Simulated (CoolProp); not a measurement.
The fluid at 391.51 K and 0.269 MPa (stagnation) flows isentropically through a choked orifice. The same conditions are run with several fluids, on thermodynamics alone (safety and materials aside).

Computed with CoolProp (reference Helmholtz-energy equation of state of each fluid (the fluoroketone C6F12O (FK-5-1-12): McLinden 2015; R407C: Lemmon 2003; fluoroethane (R161): Wu 2012; trans-2-butene: Lemmon 2005; isohexane: Lemmon 2006)). Blends and air are pseudo-pure fits.

Q: Rank the fluoroketone C6F12O (FK-5-1-12), R407C, fluoroethane (R161), trans-2-butene, isohexane by throat to inlet pressure ratio, highest first.

A: the fluoroketone C6F12O (FK-5-1-12) (0.610), isohexane (0.604), trans-2-butene (0.590), R407C (0.583), fluoroethane (R161) (0.578)

```tsv
fluid	mass flux (kg/(m² s))	throat temperature (K)
the fluoroketone C6F12O (FK-5-1-12)	1660	385.2
R407C	878	370.2
fluoroethane (R161)	660	366.8
trans-2-butene	705	374.8
isohexane	872	381.2
```
